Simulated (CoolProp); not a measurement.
Vapour-liquid equilibrium of ethylene (1) + isobutane (2) at 188.4 K; x and y are mole fractions of (1).

The numbers come from the multi-fluid Helmholtz-energy mixture model, Smukala 2000 and Bücker 2006; pair parameters Bell 2016 in CoolProp.

**Question.** Give the bubble pressure and the first vapour's composition at x = 0.125, 0.35, 0.575. Is there an azeotrope?

**Answer.** x = 0.125: 0.2987 bar, y = 0.954; x = 0.35: 0.8727 bar, y = 0.988; x = 0.575: 1.508 bar, y = 0.995. No azeotrope shows between x = 0.05 and 0.95.

The pair parameters rest on a limited set of measurements; away from them the model extrapolates.
